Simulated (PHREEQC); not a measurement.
Dissolve 0.23 mol Na2SO4 and 0.096 mol NaHCO3 per kg of water at 65 °C. Closed to the air; pH follows from the charge balance.

Equilibrium calculation in PHREEQC: Pitzer model, pitzer.dat.

The ionic strength comes out as 0.788 mol/kgw. What activity coefficients do Na+, CO3-2, OH-, SO4-2, HCO3- get?

Na+ 0.56, CO3-2 0.12, OH- 0.60, SO4-2 0.10, HCO3- 0.54. Single-ion values are on the MacInnes scale.

Precipitation was switched off in this run. Complexes and solids missing from the database can't appear. Constants without temperature data keep their 25 °C values here.
